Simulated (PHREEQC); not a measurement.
Consider water at 65 °C with 2.9 mmol/kgw Al2(SO4)3, 0.043 mmol/kgw ZnCl2, 0.078 mmol/kgw HCl and 4.7 mmol/kgw Na2SO4. Closed to the air; pH follows from the charge balance.

The numbers come from PHREEQC with the ion-association model, phreeqc.dat.

Question: The ionic strength comes out as 0.0257 mol/kgw. What activity coefficients do AlSO4+, SO4-2, Al(OH)2+, Cl-, H+ get?

Answer: AlSO4+ 0.85, SO4-2 0.52, Al(OH)2+ 0.85, Cl- 0.84, H+ 0.87.

This is a speciation only: nothing precipitates in the calculation. Saturation is exceeded, for instance for Gibbsite (slow to form); the values hold only as long as no solid forms. Constants without temperature data keep their 25 °C values here.
